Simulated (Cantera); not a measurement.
Feed: 1 mol borazine, 0.77 mol O2, held at 1175 °C and 0.290 bar.

Equilibrium computed with Cantera from the NASA thermochemical tables; the gas is ideal and each condensed phase is pure. Candidate condensed phases: B, BN, B2O3, B3O3H3, H2O; 39 gas species. The feed counts by its element totals alone. Mutual solubility and eutectic melting of coexisting phases are not modelled. Gases not in the tables: H3BO3. Kinetics and transport are ignored.

Base state: H2 0.851, N2 0.145, H2O 0.00236, HBO2 0.00136, HBO 0.000192, B2O3 2.49e-5, H 1.58e-5 (mole fractions); condensed: BN(s) + B2O3(l).

Task: What changes in the equilibrium state with this change: O2 from 0.77 to 6.4 mol?

Result: 
| species | before | after |
|---|---|---|
| H2O | 0.00236 | 0.406 |
| O2 | <1e-9 | 0.367 |
| N2 | 0.145 | 0.208 |
| H2 | 0.851 | 1.15e-6 |
| HBO2 | 0.00136 | 0.0178 |
| NO | <1e-9 | 0.000639 |
| HBO | 0.000192 | <1e-9 |
| OH | 1.04e-9 | 0.000155 |
| (HBO2)3 | 3.27e-7 | 0.000739 |
| BN(s), mol | 1.98 | 0 |
| B2O3(l), mol | 0.507 | 1.43 |

Task: What changes in the equilibrium state with this change: temperature from 1175 °C to 2077 °C?

Result: 
| species | before | after |
|---|---|---|
| H2 | 0.851 | 0.564 |
| N2 | 0.145 | 0.162 |
| HBO | 0.000192 | 0.140 |
| B2O2 | 3.72e-7 | 0.0608 |
| BO | 1.00e-7 | 0.0466 |
| H | 1.58e-5 | 0.0174 |
| BH2 | <1e-9 | 0.000667 |
| B2O | <1e-9 | 0.000664 |
| BN(s), mol | 1.98 | 1.49 |
| B2O3(l), mol | 0.507 | 0 |
The tables' values for BH2 are old estimates; treat these amounts as uncertain.
